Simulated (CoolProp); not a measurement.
R1233zd(E) along the isobar 4310 kPa: Z from the reference equation and from simpler models built on Tc = 438.9 K, pc = 3583 kPa, ω = 0.304; each cubic takes its own stable root.

Values from CoolProp's reference Helmholtz-energy equation of state, Akasaka 2022.

```json
[
 {"T (K)": "325.8", "phase": "liquid", "reference": "0.1718"},
 {"T (K)": "334.1", "phase": "liquid", "reference": "0.1705"},
 {"T (K)": "342.4", "phase": "liquid", "reference": "0.1694"},
 {"T (K)": "350.7", "phase": "liquid", "reference": "0.1687"},
 {"T (K)": "358.9", "phase": "liquid", "reference": "0.1683"},
 {"T (K)": "367.2", "phase": "liquid", "reference": "0.1682"},
 {"T (K)": "375.5", "phase": "liquid", "reference": "0.1684"},
 {"T (K)": "383.8", "phase": "liquid", "reference": "0.1691"},
 {"T (K)": "392.1", "phase": "liquid", "reference": "0.1704"},
 {"T (K)": "400.3", "phase": "liquid", "reference": "0.1723"},
 {"T (K)": "408.6", "phase": "liquid", "reference": "0.1751"},
 {"T (K)": "416.9", "phase": "liquid", "reference": "0.1792"},
 {"T (K)": "425.2", "phase": "liquid", "reference": "0.1853"},
 {"T (K)": "433.4", "phase": "liquid", "reference": "0.1951"},
 {"T (K)": "441.7", "phase": "supercritical", "reference": "0.2150"},
 {"T (K)": "450", "phase": "supercritical", "reference": "0.2952"}
]
```

**Question.** How far does each simpler model (van der Waals, Redlich-Kwong, Soave-Redlich-Kwong, Peng-Robinson) lie from the reference over these 16 states: mean and median of the absolute difference, and the worst?

**Answer.** 
- van der Waals: mean 56.8 %, median 61.0 %, worst +64.2 % at 325.8 K and 4310 kPa
- Redlich-Kwong: mean 19.2 %, median 19.1 %, worst +25.1 % at 433.4 K and 4310 kPa
- Soave-Redlich-Kwong: mean 15.9 %, median 14.4 %, worst +26.2 % at 441.7 K and 4310 kPa
- Peng-Robinson: mean 4.3 %, median 1.8 %, worst +14.7 % at 441.7 K and 4310 kPa
